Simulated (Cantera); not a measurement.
Charge: 1 mol SiF4, 0.77 mol NH3, at 750 K and 135 Torr.

Equilibrium computed with Cantera from the NASA thermochemical tables; the gas is ideal and each condensed phase is pure. Candidate condensed phases: Si, Si3N4; 37 gas species. Rates play no part.

Base state: H2 0.455, SiF4 0.394, N2 0.152, NH3 0.000110, HF 4.01e-5, SiHF3 3.97e-5 (mole fractions); condensed: gas only.

### Question
What changes in the equilibrium state with this change: SiF4 replaced by SiHCl3?

### Answer
| species | before | after |
|---|---|---|
| H2 | 0.455 | 0.471 |
| HCl | 0 | 0.288 |
| SiCl4 | 0 | 0.207 |
| SiF4 | 0.394 | 0 |
| N2 | 0.152 | 0.0332 |
| SiHCl3 | 0 | 0.000153 |
| HF | 4.01e-5 | 0 |
| Si3N4(s), mol | 0 | 0.148 |
Further candidate phases: NH4Cl.

### Question
What changes in the equilibrium state with this change: temperature from 750 K to 1150 K?

### Answer
```tsv
species	before	after
H2	0.455	0.453
SiF4	0.394	0.392
N2	0.152	0.152
HF	4.01e-5	0.00192
SiF3	7.82e-9	0.000229
SiHF3	3.97e-5	0.00168
```
The tables' values for SiF3 are old estimates; treat these amounts as uncertain.
